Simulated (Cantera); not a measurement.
Input (Python, Cantera):

```python
import numpy as np
import cantera as ct

gas = ct.Solution("gri30.yaml")
gas.TPX = 475, 1000000, {'C2H6': 1, 'O2': 2.5, 'N2': 9.4, 'H2O': 0.42}
flame = ct.FreeFlame(gas, width=0.008)
flame.set_refine_criteria(ratio=3, slope=0.08, curve=0.16)
flame.transport_model = "mixture-averaged"
flame.solve(loglevel=0, auto=True)
z, T = flame.grid, flame.T
thick = (T[-1] - T[0]) / np.gradient(T, z).max()
show = ['C2H6', 'O2', 'H2O', 'NO', 'HCN', 'CH2O']
print(f"laminar burning velocity  {flame.velocity[0] * 100:.3f} cm/s")
print(f"burnt temperature         {T[-1]:.1f} K")
print(f"thermal thickness         {thick * 1e3:.4f} mm")
print(f"grid points               {len(z)}")
z0 = z[flame.heat_release_rate.argmax()]
print(f"{'z/mm':>9s}{'T/K':>9s}{'u/(m/s)':>9s}" + "".join(f"{s:>11s}" for s in show))
rows = []
for k in (-3, -2, -1.5, -1, -0.5, -0.25, 0, 0.25, 0.5, 1, 2, 4, 8):
    zz = z0 + k * thick
    rows.append([k * thick, np.interp(zz, z, T), np.interp(zz, z, flame.velocity),
                 *(np.interp(zz, z, flame.X[gas.species_index(s)]) for s in show)])
    print(f"{rows[-1][0] * 1e3:9.3f}{rows[-1][1]:9.1f}{rows[-1][2]:9.3f}" + "".join(f"{x:11.3e}" for x in rows[-1][3:]))
```

Result:

```
laminar burning velocity  26.517 cm/s
burnt temperature         2107.2 K
thermal thickness         0.0865 mm
grid points               150
     z/mm      T/K  u/(m/s)       C2H6         O2        H2O         NO        HCN       CH2O
   -0.259    475.5    0.266  7.487e-02  1.871e-01  3.155e-02  3.092e-11  4.028e-10  1.908e-07
   -0.173    480.9    0.271  7.445e-02  1.857e-01  3.235e-02  3.938e-10  6.999e-09  3.271e-06
   -0.130    500.3    0.283  7.371e-02  1.830e-01  3.509e-02  2.007e-09  4.022e-08  1.861e-05
   -0.086    609.2    0.350  6.987e-02  1.712e-01  4.864e-02  2.113e-08  3.397e-07  1.553e-04
   -0.043   1031.4    0.612  4.777e-02  1.245e-01  9.431e-02  4.476e-07  2.252e-06  1.021e-03
   -0.022   1409.4    0.858  2.026e-02  7.913e-02  1.325e-01  1.939e-06  4.678e-06  1.756e-03
    0.000   1771.0    1.099  1.615e-03  3.498e-02  1.660e-01  4.107e-06  8.756e-06  6.330e-04
    0.022   1964.8    1.225  4.499e-05  1.308e-02  1.810e-01  7.064e-06  1.433e-05  1.420e-04
    0.043   2044.3    1.273  8.767e-06  5.202e-03  1.849e-01  9.791e-06  1.821e-05  6.081e-05
    0.086   2093.1    1.302  1.789e-06  1.194e-03  1.847e-01  1.258e-05  2.047e-05  2.061e-05
    0.173   2109.9    1.311  3.913e-07  1.658e-04  1.824e-01  1.425e-05  2.033e-05  7.215e-06
    0.346   2112.4    1.313  1.374e-07  9.910e-06  1.801e-01  1.578e-05  1.900e-05  3.733e-06
    0.692   2110.8    1.314  5.066e-08  5.569e-07  1.785e-01  1.877e-05  1.631e-05  2.141e-06
```

Model: GRI-Mech 3.0 (53 species, 325 reactions), integrated in Cantera. Burning velocities carry a grid error of a few per cent, more on coarse grids.
